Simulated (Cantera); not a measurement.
Feed: 1 mol AlCl₃, 9.3 mol H₂O, 60 mol N₂, held at 1627 °C and 0.443 Torr.

Equilibrium computed with Cantera from the NASA thermochemical tables; the gas is ideal and each condensed phase is pure. Rates play no part.

```csv
species,before,after
N₂,0.838,0.847
H₂O,0.0997,0.110
HCl,0.0337,0.0424
H₂,0.0104,3.96e-9
H,0.00333,<1e-9
Cl,0.00817,2.84e-9
O₂,0.00266,<1e-9
OH,0.00263,<1e-9
NO,0.000666,<1e-9
O,0.000634,<1e-9
"Al₂O₃(s), mol",0.500,0.500
```
Gas species are given as mole fractions.

Name the change that produced these shifts.
A. H₂O from 9.3 to 2.6 mol
B. pressure from 0.443 Torr to 7.50 Torr
C. temperature from 1627 °C to 452 °C
D. H₂O from 9.3 to 1.1 mol

C, temperature from 1627 °C to 452 °C. Condensed phases not in the tables: AlOCl
